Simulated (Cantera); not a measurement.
A Cantera script and what it prints.

```python
import numpy as np
import cantera as ct

gas_names = """
    CL CL2 H HCL H2 N NH NH2 NH3 N2 N2H2 N2H4 Si SiCL SiCL2 SiCL3 SiCL4 SiH SiHCL3 SiH2 SiH2CL2 SiH3
    SiH3CL SiH4 SiN Si2 Si2N Si3
""".split()
cond_names = """
    NH4CL(a) NH4CL(b) Si(cr) Si(L) Si3N4(a)
""".split()


def load(file, names, dense=False):
    # The tables refer to 1 bar. Condensed volumes are neglected.
    table = {s.name: s for s in ct.Species.list_from_file(file)}
    out = []
    for n in names:
        d = dict(table[n].input_data)
        d["thermo"] = dict(d["thermo"], **{"reference-pressure": 1e5})
        if dense:
            d["equation-of-state"] = {"model": "constant-volume", "density": "1e6 g/cm^3"}
        out.append(ct.Species.from_dict(d))
    return out


gas = ct.Solution(thermo="ideal-gas", species=load("nasa_gas.yaml", gas_names))
cond = {s.name: ct.Solution(thermo="fixed-stoichiometry", species=[s], name=s.name)
        for s in load("nasa_condensed.yaml", cond_names, dense=True)}
atoms = {
    'SiH4': {'Si': 1, 'H': 4},
    'HCl': {'H': 1, 'CL': 1},
    'N2': {'N': 2},
}
top_T = {'Si3N4(a)': 2400}  # K; cautious upper limits of use, not melting points


def equilibrate(T, P, feed):
    n = {}
    for name, mol in feed.items():
        for a, k in atoms[name].items():
            n[a] = n.get(a, 0.0) + k * mol
    gas.TPX = T, P, n
    mass = sum(n.values()) * gas.mean_molecular_weight
    gas.equilibrate("TP")
    valid = [c for c in cond.values() if c.min_temp <= T <= top_T.get(c.name, c.max_temp)]
    mix = ct.Mixture([(gas, mass / gas.mean_molecular_weight)] + [(c, 0.0) for c in valid])
    mix.T, mix.P = T, P
    mix.equilibrate("TP", solver="vcs", rtol=1e-11, max_steps=5000)
    return mix


results = []
T = 1548.15  # K
P = 100000  # Pa
for m in [0.32, 0.43, 0.57, 0.75, 1, 1.3, 1.8, 2.4]:
    feed = {'SiH4': 1, 'HCl': m, 'N2': 5.6}  # mol
    mix = equilibrate(T, P, feed)
    results.append((T, P, feed, dict(zip(mix.species_names, mix.species_moles))))

top = {s: max(r[3][s] / sum(r[3][g] for g in gas_names) for r in results) for s in gas_names}
cols = sorted((s for s in top if top[s] > 1e-05), key=lambda s: -top[s])[:6]
seen = [c for c in cond_names if any(r[3].get(c, 0) > 1e-12 for r in results)]
print("log10 of partial pressures in bar; condensed amounts in mol")
print(f"{'n(HCl)':>10s}" + "".join(f"{s[:9]:>10s}" for s in cols + seen))
for T, P, feed, n in results:
    ng = sum(n[g] for g in gas_names)
    print(f"{feed['HCl']:10.4g}" + "".join(f"{np.log10(max(n[s] / ng * P / 1e5, 1e-99)):10.3f}" for s in cols)
          + "".join(f"{n.get(c, 0):10.4g}" for c in seen))
```

It prints:

```
log10 of partial pressures in bar; condensed amounts in mol
    n(HCl)        N2        H2       HCL     SiCL4     SiCL2     SiCL3  Si3N4(a)
      0.32    -0.167    -0.559    -1.358    -5.315    -4.139    -4.951    0.3331
      0.43    -0.174    -0.566    -1.237    -4.816    -3.887    -4.575    0.3329
      0.57    -0.182    -0.574    -1.124    -4.345    -3.649    -4.221    0.3325
      0.75    -0.192    -0.583    -1.019    -3.896    -3.421    -3.882    0.3316
         1    -0.206    -0.595    -0.913    -3.441    -3.189    -3.538    0.3296
       1.3    -0.221    -0.608    -0.824    -3.049    -2.988    -3.242     0.326
       1.8    -0.245    -0.624    -0.726    -2.610    -2.760    -2.908    0.3164
       2.4    -0.271    -0.636    -0.653    -2.278    -2.585    -2.655    0.2998
```

Method: chemical equilibrium by Gibbs-energy minimisation in Cantera with the NASA 1993 tables (ideal gas, pure condensed phases). The tables' values for SiCl3 are old estimates; treat these amounts as uncertain.
